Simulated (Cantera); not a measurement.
Predominance diagram of Ca at 1350 K against the partial pressures of O2 and F2 (log10, bar). Standard-state values (1 bar) from the NASA 1993 polynomials, evaluated with Cantera. Candidates: Ca(l), CaF2(s), CaO(s). Only these pure phases compete in this equilibrium. Not in the tables: oxide halides.

```
log p(F2) \ log p(O2)
        columns: -29, -26.9, -24.9, -22.8, -20.7, -18.6, -16.6, -14.5, -12.4, -10.4, -8.3, -6.2, -4.1, -2.1, 0
      0  A A A A A A A A A A A A A A A
   -2.2  A A A A A A A A A A A A A A A
   -4.4  A A A A A A A A A A A A A A A
   -6.6  A A A A A A A A A A A A A A A
   -8.9  A A A A A A A A A A A A A A A
  -11.1  A A A A A A A A A A A A A A A
  -13.3  A A A A A A A A A A A A A A A
  -15.5  A A A A A A A A A A A A A A A
  -17.7  A A A A A A A A A A A A A A A
  -19.9  A A A A A A A A A A A A A A B
  -22.1  A A A A A A A A A A A A B B B
  -24.4  A A A A A A A A A A B B B B B
  -26.6  A A A A A A A A B B B B B B B
  -28.8  A A A A A A B B B B B B B B B
    -31  A A A A B B B B B B B B B B B
```

A: CaF2(s); B: CaO(s).
